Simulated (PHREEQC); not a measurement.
## Metal-bearing waste water: an equilibrium model

Consider water at 70 °C with 13 mmol/kgw FeCl3, 29 mmol/kgw CaCl2, 0.15 mmol/kgw NaHCO3 and 0.097 mmol/kgw Na2SO4. Closed to the air; pH follows from the charge balance.

Model: ion-association model, phreeqc.dat, run in PHREEQC.

This is a speciation only: nothing precipitates in the calculation.

Task: What pH, ionic strength, density does the model give?

Result: pH 2.17; ionic strength 0.143 mol/kgw; density 0.982 g/cm³.

Task: In which forms is Cl present?

Result: Cl- 96 %, FeCl+2 3.6 % of the Cl.

Saturation is exceeded, for instance for Hematite (slow to form), Goethite (slow to form); the values hold only as long as no solid forms. Species that the database lacks are ignored. At this temperature some constants are extrapolated from 25 °C, and those without enthalpy data are left unchanged.
